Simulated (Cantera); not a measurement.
A freely propagating, adiabatic, planar premixed flame of H2 : O2 : N2 : H2O = 1 : 0.333 : 1.25 : 0.16 (molar parts), equivalence ratio 1.5, unburnt at 425 K and 0.109 atm; multicomponent+Soret transport, grid criteria slope 0.08 and curve 0.16, no radiation.

Cantera simulation using the H2/O2 subset of GRI-Mech 3.0, which has no nitrogen chemistry; the numbers are that mechanism's predictions, not measurements. Burning velocities carry a grid error of a few per cent, more on coarse grids.

Task: Predict: laminar burning velocity; thermal thickness; peak x(HO2); peak x(H2O2); peak x(H).

Result: 
```
Item                         Value
------------------------  --------
laminar burning velocity  343 cm/s
thermal thickness          6.81 mm
peak x(HO2)               0.000100
peak x(H2O2)               1.07e-5
peak x(H)                    0.101
```
